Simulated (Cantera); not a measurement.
A freely propagating, adiabatic, planar premixed flame of CH4 : O2 : N2 = 1 : 1.33 : 3.6 (molar parts), equivalence ratio 1.5, unburnt at 450 K and 1.10 bar; mixture-averaged transport, grid criteria slope 0.08 and curve 0.16, no radiation.

Computed with Cantera and GRI-Mech 3.0 (53 species, 325 reactions). Burning velocities carry a grid error of a few per cent, more on coarse grids.

x: mole fraction of selected species; z is measured from the peak of heat release.

```tsv
z (mm)	T (K)	u (m/s)	x CH4	x O2	x H2O	x NO2	x C2H	x C2H4
-1.37	450	0.546	0.168	0.224	4.27e-5	<1e-8	<1e-8	4.74e-8
-0.912	454	0.553	0.167	0.222	0.000502	<1e-8	<1e-8	9.74e-7
-0.684	469	0.577	0.164	0.219	0.00239	2.68e-8	<1e-8	7.41e-6
-0.456	581	0.728	0.152	0.209	0.0158	2.26e-7	<1e-8	0.000106
-0.228	1095	1.42	0.106	0.158	0.0771	2.54e-7	<1e-8	0.00117
-0.114	…	2.02	…	…	…	…	…	…
0	1917	2.58	0.0212	0.0466	0.181	<1e-8	1.50e-6	0.00187
0.114	2117	2.87	0.00487	0.0148	0.205	<1e-8	4.54e-6	0.000385
0.228	2188	2.97	0.00133	0.00429	0.211	<1e-8	3.71e-6	5.09e-5
0.456	2225	3.01	0.000228	0.000447	0.209	<1e-8	1.22e-6	1.66e-6
0.912	2238	3.03	…	…	0.207	<1e-8	…	…
1.82	2245	3.04	1.42e-6	3.12e-5	0.207	<1e-8	<1e-8	<1e-8
3.65	2251	3.04	2.77e-8	2.15e-5	0.207	<1e-8	<1e-8	<1e-8
```

Problem. Some entries are withheld; supply them.

Solution. 
- -0.114, T (K): 1530
- -0.114, x CH4: 0.0621
- -0.114, x O2: 0.104
- -0.114, x H2O: 0.131
- -0.114, x NO2: 7.23e-8
- -0.114, x C2H: 4.00e-8
- -0.114, x C2H4: 0.00243
- 0.912, x CH4: 2.67e-5
- 0.912, x O2: 4.93e-5
- 0.912, x C2H: 1.66e-7
- 0.912, x C2H4: 3.66e-8
